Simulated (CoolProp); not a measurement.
Saturation properties of octamethyltrisiloxane (MDM).

Model: reference Helmholtz-energy equation of state, Thol 2017, in CoolProp.

```csv
T (°C),p (MPa),liquid cp (kJ/(kg K)),vapour Z
-17.45,1.702e-5,1.698,0.9999
13.55,0.0002271,1.758,0.9993
44.55,0.001625,1.829,0.9967
75.65,0.007533,1.907,0.9891
106.65,0.02532,1.988,0.9729
137.65,0.06753,2.071,0.9445
168.75,0.1521,2.159,0.9005
199.75,0.3006,2.259,0.8372
230.75,0.5396,2.390,0.7479
261.85,0.9041,2.660,0.6136
```

It boils at 152.5 °C under 1 atm.
